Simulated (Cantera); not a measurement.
Input: 1 mol c-C4F8, 0.26 mol HCl, at 2150 K and 10.0 Pa.

Equilibrium computed with Cantera from the NASA thermochemical tables; the gas is ideal and each condensed phase is pure. Candidate condensed phases: C, C6H6, C7H8, C8H18; 118 gas species. The feed counts by its element totals alone. Gases not in the tables: C2F6 and larger saturated fluorocarbons. Equilibrium is a limit: real reactors are often held back by kinetics, nucleation or transport.

Base state: F 0.797, CF2 0.123, Cl 0.0355, HF 0.0355, CF 0.00735, CF4 0.00121, CF3 0.000483 (mole fractions); condensed: C(graphite).

What changes in the equilibrium state with this change: temperature from 2150 K to 673 K?


```json
[
 {"species": "CF4", "before": "0.00121", "after": "0.868"},
 {"species": "HCl", "before": "1.56e-6", "after": "0.0809"},
 {"species": "HF", "before": "0.0355", "after": "0.0333"},
 {"species": "F", "before": "0.797", "after": "<1e-9"},
 {"species": "CF2", "before": "0.123", "after": "<1e-9"},
 {"species": "Cl2", "before": "7.95e-8", "after": "0.0151"},
 {"species": "Cl", "before": "0.0355", "after": "3.48e-6"},
 {"species": "CF", "before": "0.00735", "after": "<1e-9"},
 {"species": "CF3", "before": "0.000483", "after": "<1e-9"},
 {"species": "CClF3", "before": "2.31e-8", "after": "0.00292"},
 {"species": "CCl2F2", "before": "<1e-9", "after": "2.36e-5"},
 {"species": "C(graphite), mol", "before": "3.03", "after": "2.02"}
]
```
Condensed phases not in the tables: fluorocarbon polymer.
